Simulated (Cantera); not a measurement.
# Roasting and sulfation: FeS2 + O2 + N2

Input: 1 mol FeS2, 0.13 mol O2, 0.87 mol N2, held at 0.940 bar.

Method: chemical equilibrium by Gibbs-energy minimisation in Cantera with the NASA 1993 tables (ideal gas, pure condensed phases). Candidate condensed phases: Fe, FeO, FeS, FeSO4, FeS2, Fe2O3, Fe2(SO4)3, Fe3O4, S; 19 gas species. FeS: taken at fixed stoichiometry. Gases not in the tables: S3 to S7. The numbers say what is thermodynamically allowed, not how fast it happens.

```
T (K)   x N2      x S2   x SO2      x SO    x S2O       x S      x Fe      x SN  n FeS2(s)  n Fe3O4(s)  n FeS(s)  n FeS(l)
-----  -----  --------  ------  --------  -------  --------  --------  --------  ---------  ----------  --------  --------
773    0.899  0.000250   0.101   3.63e-8  4.15e-5    <1e-12    <1e-12    <1e-12      0.951      0.0163         0         0
973    0.690     0.204   0.100   9.50e-6  0.00559   1.57e-9    <1e-12  3.38e-11      0.344           0     0.656         0
1173   0.607     0.299  0.0875  0.000127  0.00641   1.81e-7    <1e-12   2.61e-9          0           0      1.00         0
1373   0.607     0.299  0.0873  0.000775  0.00605   4.59e-6  2.16e-11   5.21e-8          0           0      1.00         0
1573   0.607     0.298  0.0863   0.00298  0.00575   5.14e-5   8.53e-9   4.85e-7          0           0         0      1.00
1773   0.606     0.297  0.0836   0.00832  0.00544  0.000334   7.39e-7   2.72e-6          0           0         0     1.000
1973   0.604     0.293  0.0785    0.0185  0.00507   0.00148   2.53e-5   1.07e-5          0           0         0     1.000
```
x: gas mole fraction; n: condensed amount in mol.

At 773 K the condensed part is FeS2(s) + Fe3O4(s). At 973 K the condensed part is FeS(s) + FeS2(s). From 1173 K to 1373 K the condensed part is FeS(s). From 1573 K to 1973 K the condensed part is FeS(l).
